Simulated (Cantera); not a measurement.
Feed: 1 mol Si₃N₄, 180 mol H₂, 46 mol N₂.

Equilibrium computed with Cantera from the NASA thermochemical tables; the gas is ideal and each condensed phase is pure. Candidate condensed phases: Si, Si₃N₄; 18 gas species. Mutual solubility and eutectic melting of coexisting phases are not modelled. The numbers say what is thermodynamically allowed, not how fast it happens.

Stable condensed phases, one row left out:

```
T in K \ P in Pa
              1    3.2     10     32    100    320   1000   3200  10000  32000 100000
   1873       A      A      A      A      B      B      B      B      B      C      C
   1848       A      A      A      A      B      B      B      B      C      C      C
   1798       A      A      A      B      B      B      B      B      C      C      C
   1773       A      A      A      B      B      B      B      C      C      C      C
   1748       A      A      A      B      B      B      B      C      C      C      C
   1723       A      A      B      B      B      B      B      C      C      C      C
   1698       A      A      B      B      B      B      C      C      C      C      C
   1673       A      A      B      B      B      B      C      C      C      C      C
   1648       A      B      B      B      B      D      C      C      C      C      C
   1623       A      B      B      B      B      C      C      C      C      C      C
   1598       B      B      B      B      B      C      C      C      C      C      C
   1573       B      B      B      B      C      C      C      C      C      C      C
```

A: gas only; B: Si; C: Si₃N₄; D: Si + Si₃N₄.

Give the row for 1823 K.

1: gas only; 3.2: gas only; 10: gas only; 32: gas only; 100: Si; 320: Si; 1000: Si; 3200: Si; 10000: Si₃N₄; 32000: Si₃N₄; 100000: Si₃N₄.
